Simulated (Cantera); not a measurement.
What does this Cantera script print?

```python
import numpy as np
import cantera as ct

gas = ct.Solution("gri30.yaml")
gas.TPX = 325, 18000, {'CO': 1, 'H2': 0.21, 'CH4': 0.093, 'O2': 0.608, 'N2': 2.29, 'H2O': 1.1}
flame = ct.FreeFlame(gas, width=0.13)
flame.set_refine_criteria(ratio=3, slope=0.08, curve=0.16)
flame.transport_model = "mixture-averaged"
flame.solve(loglevel=0, auto=True)
z, T = flame.grid, flame.T
thick = (T[-1] - T[0]) / np.gradient(T, z).max()
show = ['CO', 'H2', 'CH4', 'NO2', 'C2H', 'CH2']
print(f"laminar burning velocity  {flame.velocity[0] * 100:.3f} cm/s")
print(f"burnt temperature         {T[-1]:.1f} K")
print(f"thermal thickness         {thick * 1e3:.4f} mm")
print(f"grid points               {len(z)}")
z0 = z[flame.heat_release_rate.argmax()]
print(f"{'z/mm':>9s}{'T/K':>9s}{'u/(m/s)':>9s}" + "".join(f"{s:>11s}" for s in show))
rows = []
for k in (-3, -2, -1.5, -1, -0.5, -0.25, 0, 0.25, 0.5, 1, 2, 4, 8):
    zz = z0 + k * thick
    rows.append([k * thick, np.interp(zz, z, T), np.interp(zz, z, flame.velocity),
                 *(np.interp(zz, z, flame.X[gas.species_index(s)]) for s in show)])
    print(f"{rows[-1][0] * 1e3:9.3f}{rows[-1][1]:9.1f}{rows[-1][2]:9.3f}" + "".join(f"{x:11.3e}" for x in rows[-1][3:]))
```

Result:

```
laminar burning velocity  79.117 cm/s
burnt temperature         1926.0 K
thermal thickness         2.7214 mm
grid points               149
     z/mm      T/K  u/(m/s)         CO         H2        CH4        NO2        C2H        CH2
   -8.164    325.0    0.791  1.886e-01  3.961e-02  1.754e-02  1.526e-16 -7.343e-44  1.269e-26
   -5.443    325.0    0.791  1.887e-01  3.957e-02  1.754e-02  6.816e-15  1.273e-38  2.104e-24
   -4.082    325.0    0.791  1.887e-01  3.946e-02  1.755e-02  1.057e-13  3.889e-36  3.216e-22
   -2.721    325.9    0.793  1.888e-01  3.892e-02  1.755e-02  6.650e-12  1.004e-31  4.275e-18
   -1.361    441.7    1.072  1.858e-01  3.590e-02  1.700e-02  4.513e-10  8.134e-20  1.163e-08
   -0.680    797.5    1.932  1.738e-01  3.236e-02  1.319e-02  3.692e-11  3.916e-14  2.019e-07
    0.000   1167.9    2.819  1.542e-01  2.800e-02  4.079e-03  2.290e-11  3.027e-11  1.380e-06
    0.680   1359.8    3.241  1.217e-01  2.449e-02  2.419e-04  2.552e-11  3.503e-11  3.582e-07
    1.361   1448.9    3.407  9.347e-02  2.577e-02  6.190e-06  2.997e-11  1.370e-12  1.773e-08
    2.721   1543.8    3.574  6.777e-02  2.978e-02  4.462e-09  3.731e-11  8.716e-16  2.477e-11
    5.443   1631.7    3.746  6.012e-02  3.046e-02  1.007e-13  5.145e-11  1.870e-20  2.225e-15
   10.886   1716.7    3.919  5.978e-02  2.832e-02  2.705e-15  6.936e-11  3.316e-23  7.059e-16
   21.771   1793.1    4.070  5.872e-02  2.584e-02  1.286e-15  8.573e-11  3.351e-23  3.848e-16
```

Cantera simulation using GRI-Mech 3.0 (53 species, 325 reactions); the numbers are that mechanism's predictions, not measurements. Burning velocities carry a grid error of a few per cent, more on coarse grids.
